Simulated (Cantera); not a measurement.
A closed system holds: 1 mol Fe3O4, 180 mol H2, 0.0044 mol HCl, equilibrated at 36.0 mbar.

Equilibrium computed with Cantera from the NASA thermochemical tables; the gas is ideal and each condensed phase is pure. Candidate condensed phases: Fe, FeCl2, FeCl3, FeO, Fe(OH)2, Fe(OH)3, Fe2O3, Fe3O4, H2O; 22 gas species. Condensed phases not in the tables: FeOCl. Rates play no part.

At 650 K, list the 3 most abundant gas species with their mole fractions, and the condensed phases.

H2 0.978, H2O 0.0222, HCl 2.44e-5. Condensed: Fe(α).
